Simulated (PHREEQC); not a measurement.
**Acid mine or pickling water: an equilibrium model**

Model water analysis in mg/L, 44 °C, pH 3.64, pe 12.3:

```csv
constituent,mg/L
Na,2030
K,825
Ca,57.4
Mg,171
Cl,1760
S(6) as SO4,3720
Cu(2),11
Fe(3),4.21
```

Valence states are taken as typed.

Computed with PHREEQC (ion-association model, phreeqc.dat).

No solid was allowed to form.

**Question.** Estimate the ionic strength.

**Answer.** ionic strength 0.146 mol/kgw.

**Question.** In which forms is Fe present?

**Answer.** Fe(OH)2+ 37 %, FeOH+2 31 %, FeSO4+ 24 %, Fe(SO4)2- 5.1 %, Fe+3 0.9 %, FeCl+2 0.8 % of the Fe.

Saturation is exceeded, for instance for Jarosite-K, Hematite (slow to form); the values hold only as long as no solid forms. Constants without temperature data keep their 25 °C values here.
